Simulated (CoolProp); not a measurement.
Vapour-liquid equilibrium of acetone (1) + benzene (2) at 408.8 K; x and y are mole fractions of (1).

Values from CoolProp's multi-fluid Helmholtz-energy mixture model, Lemmon 2006 and Thol 2012; pair parameters Bell 2016.

Give the bubble pressure and the first vapour's composition at x = 0.125, 0.5, 0.8. Is there an azeotrope?

x = 0.125: 0.5044 MPa, y = 0.236; x = 0.5: 0.6759 MPa, y = 0.637; x = 0.8: 0.7860 MPa, y = 0.860. No azeotrope shows between x = 0.05 and 0.95.

The pair parameters rest on a limited set of measurements; away from them the model extrapolates.
